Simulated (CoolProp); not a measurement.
CH2F2 (R32) along the isotherm 392.8 K: density (kg/m³) from the reference equation and from simpler models built on Tc = 351.3 K, pc = 57.83 bar, ω = 0.277; each cubic takes its own stable root.

Model: reference Helmholtz-energy equation of state, Tillner-Roth 1997, in CoolProp.

```
p (bar)          phase  reference
-------  -------------  ---------
32.1               gas      60.36
64.3     supercritical      152.9
96.4     supercritical      323.2
129      supercritical      525.5
161      supercritical      628.7
193      supercritical      689.8
225      supercritical      733.0
257      supercritical      766.4
289      supercritical      793.7
```

Q: How far does each simpler model (van der Waals, Redlich-Kwong, Soave-Redlich-Kwong) lie from the reference over these 9 states: mean and median of the absolute difference, and the worst?

A: 
- van der Waals: mean 20.2 %, median 27.8 %, worst -33.1 % at 392.8 K and 289 bar
- Redlich-Kwong: mean 12.6 %, median 18.5 %, worst -19.2 % at 392.8 K and 225 bar
- Soave-Redlich-Kwong: mean 17.5 %, median 22.0 %, worst -23.8 % at 392.8 K and 161 bar
